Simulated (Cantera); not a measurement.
An isothermal, constant-pressure homogeneous reactor starts with CH4 : H2O : H2 = 1 : 4.2 : 1.4 (molar parts), at 1498 K and 11300 Torr. Integrator tolerance rtol = 1e-08.

Detailed kinetics in Cantera: GRI-Mech 3.0 (53 species, 325 reactions). The pressure lies above the range GRI-Mech 3.0 was tuned for (to about 10 atm).

Task: What does this change do: H2O 4.2 to 17 parts?

Result: 
```tsv
quantity	before	after
x(CH4) at 2.00 s	0.105 (gas-phase equilibrium 4.05e-5)	0.0226 (gas-phase equilibrium 3.60e-7)
x(H2O) at 2.00 s	0.560 (gas-phase equilibrium 0.349)	0.793 (gas-phase equilibrium 0.722)
x(H2) at 2.00 s	0.303 (gas-phase equilibrium 0.535)	0.159 (gas-phase equilibrium 0.231)
x(C2H2) at 2.00 s	0.00227 (gas-phase equilibrium 6.36e-11)	0.000653 (gas-phase equilibrium <1e-12)
x(OH) at 2.00 s	1.28e-7 (gas-phase equilibrium 6.04e-8)	2.47e-7 (gas-phase equilibrium 1.90e-7)
x(CO2) at 2.00 s	0.0109 (gas-phase equilibrium 0.0235)	0.0157 (gas-phase equilibrium 0.0256)
x(C2H4) at 2.00 s	0.00298 (gas-phase equilibrium 1.47e-10)	0.000455 (gas-phase equilibrium <1e-12)
```

Task: What does this change do: temperature 1498 to 1825 K?

Result: 
```tsv
quantity	before	after
x(CH4) at 2.00 s	0.105 (gas-phase equilibrium 4.05e-5)	1.52e-6 (gas-phase equilibrium 1.63e-6)
x(H2O) at 2.00 s	0.560 (gas-phase equilibrium 0.349)	0.355 (gas-phase equilibrium 0.355)
x(H2) at 2.00 s	0.303 (gas-phase equilibrium 0.535)	0.529 (gas-phase equilibrium 0.529)
x(C2H2) at 2.00 s	0.00227 (gas-phase equilibrium 6.36e-11)	3.07e-11 (gas-phase equilibrium 3.46e-11)
x(OH) at 2.00 s	1.28e-7 (gas-phase equilibrium 6.04e-8)	3.91e-6 (gas-phase equilibrium 3.91e-6)
x(CO2) at 2.00 s	0.0109 (gas-phase equilibrium 0.0235)	0.0170 (gas-phase equilibrium 0.0170)
x(C2H4) at 2.00 s	0.00298 (gas-phase equilibrium 1.47e-10)	4.76e-12 (gas-phase equilibrium 5.38e-12)
```

Task: What does this change do: temperature 1498 to 1725 K?

Result: 
| quantity | before | after |
|---|---|---|
| x(CH4) at 2.00 s | 0.105 (gas-phase equilibrium 4.05e-5) | 0.000129 (gas-phase equilibrium 3.81e-6) |
| x(H2O) at 2.00 s | 0.560 (gas-phase equilibrium 0.349) | 0.354 (gas-phase equilibrium 0.354) |
| x(H2) at 2.00 s | 0.303 (gas-phase equilibrium 0.535) | 0.530 (gas-phase equilibrium 0.530) |
| x(C2H2) at 2.00 s | 0.00227 (gas-phase equilibrium 6.36e-11) | 4.30e-8 (gas-phase equilibrium 4.07e-11) |
| x(OH) at 2.00 s | 1.28e-7 (gas-phase equilibrium 6.04e-8) | 1.29e-6 (gas-phase equilibrium 1.29e-6) |
| x(CO2) at 2.00 s | 0.0109 (gas-phase equilibrium 0.0235) | 0.0185 (gas-phase equilibrium 0.0185) |
| x(C2H4) at 2.00 s | 0.00298 (gas-phase equilibrium 1.47e-10) | 1.38e-8 (gas-phase equilibrium 1.29e-11) |
